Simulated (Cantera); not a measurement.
# Iron carbonyl, mercury and lead vapours: PbO + H2

Feed: 1 mol PbO, 0.32 mol H2, held at 0.100 bar.

These are equilibrium values from Cantera (NASA tables, ideal gas, pure condensed phases), not measurements of a reactor. Candidate condensed phases: H2O, Pb, PbO, PbO2, Pb3O4; 12 gas species. Mutual solubility and eutectic melting of coexisting phases are not modelled. The numbers say what is thermodynamically allowed, not how fast it happens.

From 675 K to 725 K the condensed part is Pb(l) + PbO(red). From 775 K to 1025 K the condensed part is Pb(l) + PbO(yellow).

```csv
T (K),log p H2O,log p Pb,log p H2,log p PbO,log p OH,log p Pb2,n Pb(l),n PbO(red),n PbO(yellow)
675,-1.00,-9.47,-5.51,<-13,<-13,<-13,0.320,0.680,0
725,-1.00,-8.47,-5.38,-12.05,<-13,<-13,0.320,0.680,0
775,-1.00,-7.60,-5.26,-10.75,<-13,<-13,0.320,0,0.680
825,-1.00,-6.84,-5.15,-9.60,-12.89,<-13,0.320,0,0.680
875,-1.00,-6.17,-5.05,-8.59,-11.91,-12.61,0.320,0,0.680
925,-1.00,-5.57,-4.96,-7.69,-11.03,-11.60,0.320,0,0.680
975,-1.00,-5.04,-4.87,-6.89,-10.25,-10.71,0.320,0,0.680
1025,-1.00,-4.56,-4.79,-6.16,-9.54,-9.90,0.320,0,0.680
```
log p: log10 of the partial pressure in bar; n: condensed amount in mol.
